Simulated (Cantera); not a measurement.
A closed system holds: 1 mol TiO₂, 0.93 mol MgCl₂, 0.27 mol O₂, equilibrated at 1100 K and 13.3 mbar.

These are equilibrium values from Cantera (NASA tables, ideal gas, pure condensed phases), not measurements of a reactor. Mutual solubility and eutectic melting of coexisting phases are not modelled. Condensed phases not in the tables: TiOCl, alloys, solid solutions and most ternary compounds. Rates play no part.

| species | before | after |
|---|---|---|
| Cl | 0.0109 | 0.679 |
| MgCl₂ | 0.107 | 0.289 |
| O₂ | 7.01e-6 | 0.0115 |
| Cl₂ | 0.686 | 0.000886 |
| TiCl₄ | 0.196 | 3.78e-6 |
| TiO₂ | <1e-9 | 0.00361 |
| O | <1e-9 | 0.00798 |
| MgCl | <1e-9 | 0.00338 |
| Mg | <1e-9 | 0.00239 |
| TiOCl₂ | 7.42e-9 | 0.00120 |
| MgO | <1e-9 | 6.80e-5 |
| TiOCl | <1e-9 | 4.50e-5 |
| MgTiO₃(s), mol | 0.846 | 0 |
| MgTi₂O₅(s), mol | 0.000610 | 0 |
| MgTi₂O₅(l), mol | 0 | 0.496 |
Gas species are given as mole fractions.

Which change was made?
A. temperature from 1100 K to 2398.15 K
B. pressure from 13.3 mbar to 38.0 mbar
C. temperature from 1100 K to 2175 K
D. pressure from 13.3 mbar to 18.0 mbar

A, temperature from 1100 K to 2398.15 K. The tables' values for TiOCl, TiCl₂ are old estimates; treat these amounts as uncertain. Condensed phases not in the tables: alloys, solid solutions and most ternary compounds
